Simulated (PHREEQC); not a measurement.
A solution holds 0.19 mol NaOH, 0.00038 mol Na2SO4 and 0.092 mol KBr per kg of water, at 25 °C. Closed to the air; pH follows from the charge balance.

The numbers come from PHREEQC with the ion-association model, phreeqc.dat.

Each row changes one thing in this solution. No solid was allowed to form.

```json
[
 {"case": "as made", "pH": "13.11", "SO4-2 (mol/kgw)": "0.000271", "NaSO4- (mol/kgw)": "6.71e-5"},
 {"case": "KBr left out", "pH": "13.13", "SO4-2 (mol/kgw)": "0.000296", "NaSO4- (mol/kgw)": "8.42e-5"},
 {"case": "Na2SO4 from 0.00038 to 0.0038 mol/kgw", "pH": "13.11", "SO4-2 (mol/kgw)": "0.00270", "NaSO4- (mol/kgw)": "0.000684"},
 {"case": "temperature from 25 to 15 °C", "pH": "13.46", "SO4-2 (mol/kgw)": "0.000277", "NaSO4- (mol/kgw)": "6.56e-5"},
 {"case": "NaOH from 0.19 to 0.95 mol/kgw", "pH": "13.75", "SO4-2 (mol/kgw)": "0.000200", "NaSO4- (mol/kgw)": "0.000162"},
 {"case": "KBr from 0.092 to 0.92 mol/kgw", "pH": "13.05", "SO4-2 (mol/kgw)": "0.000187", "NaSO4- (mol/kgw)": "3.00e-5"},
 {"case": "0.13 mol/kgw KCl added", "pH": "13.09", "SO4-2 (mol/kgw)": "0.000247", "NaSO4- (mol/kgw)": "5.36e-5"}
]
```

The ionic strength passes 0.7 mol/kgw, the rough limit of the ion-association models, in NaOH from 0.19 to 0.95 mol/kgw; KBr from 0.092 to 0.92 mol/kgw.
